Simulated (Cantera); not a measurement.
A perfectly stirred reactor is fed with CH4 : O2 : N2 = 1 : 2.74 : 10.3 (molar parts), at 5.00 bar; it is adiabatic with a 300 K inlet, and is followed from long to short residence time, starting on the burning branch (τ in s: 0.045, 0.02, 0.0091, 0.0041, 0.0019, 0.00084, 0.00038, 0.00017, 7.6e-05, 3.4e-05, 1.5e-05).

Model: GRI-Mech 3.0 (53 species, 325 reactions), integrated in Cantera.

x: mole fraction; the columns are a selection and need not sum to one.

| τ (s) | T (K) | x CH4 | x O2 | x CO | x CO2 | x C2H2 | x CH2O | x H2O |
|---|---|---|---|---|---|---|---|---|
| 0.045 | 1893 | 8.52e-6 | 0.0526 | 0.000253 | 0.0709 | 3.08e-9 | 9.60e-7 | 0.142 |
| 0.020 | 1891 | 1.57e-5 | 0.0527 | 0.000419 | 0.0707 | 8.12e-9 | 1.83e-6 | 0.142 |
| 0.0091 | 1887 | 2.74e-5 | 0.0528 | 0.000704 | 0.0704 | 1.77e-8 | 3.32e-6 | 0.141 |
| 0.0041 | 1881 | 4.72e-5 | 0.0530 | 0.00120 | 0.0699 | 3.45e-8 | 5.94e-6 | 0.141 |
| 0.0019 | 1871 | 8.00e-5 | 0.0535 | 0.00201 | 0.0690 | 6.13e-8 | 1.03e-5 | 0.141 |
| 0.00084 | 1854 | 0.000142 | 0.0543 | 0.00347 | 0.0673 | 1.09e-7 | 1.86e-5 | 0.140 |
| 0.00038 | 1827 | 0.000260 | 0.0558 | 0.00594 | 0.0646 | 1.96e-7 | 3.36e-5 | 0.139 |
| 0.00017 | 1778 | [?] | 0.0589 | [?] | [?] | [?] | [?] | 0.137 |
| 7.6e-5 | 300 | 0.0712 | 0.195 | <1e-12 | <1e-12 | <1e-12 | <1e-12 | <1e-12 |
| 3.4e-5 | 300 | 0.0712 | 0.195 | <1e-12 | <1e-12 | <1e-12 | <1e-12 | <1e-12 |
| 1.5e-5 | 300 | 0.0712 | 0.195 | <1e-12 | <1e-12 | <1e-12 | <1e-12 | <1e-12 |

### Question
Some entries are withheld; supply them.

### Answer

- 0.00017, x CH4: 0.000545
- 0.00017, x CO: 0.0106
- 0.00017, x CO2: 0.0594
- 0.00017, x C2H2: 4.29e-7
- 0.00017, x CH2O: 6.62e-5
